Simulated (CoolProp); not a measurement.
Vapour pressure (MPa) of n-perfluoropentane: the reference equation beside estimates from Tc = 147.9 °C, pc = 2.063 MPa, ω = 0.436. Clausius-Clapeyron is anchored at 2.45 °C with a constant enthalpy of vaporisation of 28.27 kJ/mol.

Computed with CoolProp (reference Helmholtz-energy equation of state, Gao 2022).

```tsv
T (°C)	reference	Lee-Kesler	Clausius-Clapeyron	van der Waals	Redlich-Kwong	Soave-Redlich-Kwong	Peng-Robinson
2.45	0.03363	0.03347	0.03363	0.2912	0.09976	0.03350	0.03406
16.95	0.06293	0.06288	0.06231	0.3815	0.1577	0.06284	0.06324
31.55	0.1099	0.1102	0.1093	0.4892	0.2376	0.1102	0.1100
46.05	0.1801	0.1809	0.1814	0.6141	0.3419	0.1812	0.1799
60.65	0.2814	0.2828	0.2890	0.7587	0.4759	0.2842	0.2813
75.25	0.4211	0.4233	0.4430	0.9232	0.6424	0.4272	0.4219
89.75	0.6065	0.6095	0.6542	1.107	0.8432	0.6174	0.6096
104.35	0.8498	0.8539	0.9399	1.314	1.084	0.8673	0.8571
118.85	1.160	1.166	1.312	1.541	1.365	1.183	1.172
```

Absolute difference from the reference over all 9 rows, mean and median: Lee-Kesler 0.4 and 0.5 %, Clausius-Clapeyron 4.6 and 2.7 %, van der Waals 257.5 and 169.6 %, Redlich-Kwong 84.4 and 69.1 %, Soave-Redlich-Kwong 1.1 and 1.0 %, Peng-Robinson 0.5 and 0.5 %.
